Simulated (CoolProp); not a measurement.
A closed Brayton cycle with carbon dioxide: compressor inlet 315.15 K and 9.3 MPa, high pressure 21.8 MPa, turbine inlet 880 K, compressor efficiency 0.8, turbine efficiency 0.93, recuperator effectiveness 0.8 (on enthalpy, no pinch check). Each further row changes one setting.

Model: reference Helmholtz-energy equation of state, Span 1996, in CoolProp.

```tsv
case	thermal efficiency (%)	net work (kJ/kg)	compressor to turbine work	compressor exit (K)	turbine exit (K)
as stated	29.5	97.6	0.22	356.9	769.8
turbine inlet 830 K	28.7	89.7	[?]	356.9	723.7
compressor inlet 325.15 K	[?]	[?]	0.32	390.2	769.8
high pressure 18.5 MPa	[?]	[?]	0.21	348.5	[?]
recuperator effectiveness 0.5	20.3	97.6	0.22	356.9	769.8
```

### Question
What belongs in the gaps?

### Answer

- turbine inlet 830 K, compressor to turbine work: 0.24
- compressor inlet 325.15 K, thermal efficiency (%): 28.9
- compressor inlet 325.15 K, net work (kJ/kg): 85.0
- high pressure 18.5 MPa, thermal efficiency (%): 26.4
- high pressure 18.5 MPa, net work (kJ/kg): 81.4
- high pressure 18.5 MPa, turbine exit (K): 790.5
